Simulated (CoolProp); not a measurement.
Properties of hexamethyldisiloxane (MM) at several states (Tc = 245.6 °C, pc = 1.931 MPa, ω = 0.418).

Computed with CoolProp (reference Helmholtz-energy equation of state, Thol 2016).

| T (°C) | p (MPa) | phase | Z | cp (kJ/(kg K)) | isothermal compressibility (1/MPa) |
|---|---|---|---|---|---|
| -24.75 | 0.202 | liquid | ? | ? | 0.001371 |
| 72.35 | 0.0198 | gas | 0.9842 | ? | 51.33 |
| 5.85 | 0.976 | liquid | 0.08749 | 1.850 | 0.001749 |
| 188.55 | 0.101 | gas | 0.9713 | 1.936 | 10.20 |
| 283.25 | 0.32 | gas | ? | 2.160 | 3.285 |
| 150.85 | 0.631 | liquid | ? | 2.284 | ? |

Q: What belongs in the gaps?

A: 
- -24.75, Z: 0.01958
- -24.75, cp (kJ/(kg K)): 1.786
- 72.35, cp (kJ/(kg K)): 1.618
- 283.25, Z: 0.9526
- 150.85, Z: 0.04765
- 150.85, isothermal compressibility (1/MPa): 0.009726
